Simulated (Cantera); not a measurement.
A closed system holds: 1 mol SiC, 0.53 mol O₂, 1.4 mol H₂, 0.043 mol H₂O, at 1548 K.

Equilibrium computed with Cantera from the NASA thermochemical tables; the gas is ideal and each condensed phase is pure. Candidate condensed phases: C, C₆H₆, C₇H₈, C₈H₁₈, H₂O, Si, SiC, SiO₂; 123 gas species. Mutual solubility and eutectic melting of coexisting phases are not modelled. The tables hold silica as quartz up to 1696 K and as liquid above; real silica turns to tridymite and cristobalite and melts near 1996 K. Equilibrium is a limit: real reactors are often held back by kinetics, nucleation or transport.

Problem. What share of the Si ends up in condensed phases as a function of P (Pa), at 0.100, 0.750, 5.60, 42, 320, 2400, 18000, 130000, 1000000?

Solution. 
```tsv
P (Pa)	Si condensed (%)	as
0.100	44.1	SiC(s)
0.750	44.8	SiC(s)
5.60	44.8	SiC(s)
42	44.8	SiC(s)
320	67.4	SiC(s) + SiO₂(β-quartz)
2400	98.2	SiC(s) + SiO₂(β-quartz)
18000	99.9	SiC(s) + SiO₂(β-quartz)
130000	100.0	SiC(s) + SiO₂(β-quartz)
1000000	100.0	SiC(s) + SiO₂(β-quartz)
```
